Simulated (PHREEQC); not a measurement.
## Alkaline etch or developer (model solution)

Solution (25 °C): 0.15 mol/kgw KOH and 0.01 mol/kgw Na2SiO3. Closed to the air; pH follows from the charge balance.

Computed with PHREEQC (ion-association model, phreeqc.dat).

Precipitation was switched off in this run.

Q: Predict the pH, density.

A: pH 13.04; density 1.006 g/cm³.

Q: In which forms is Si present?

A: H2SiO4-2 63 %, H3SiO4- 37 % of the Si.

Species that the database lacks are ignored.
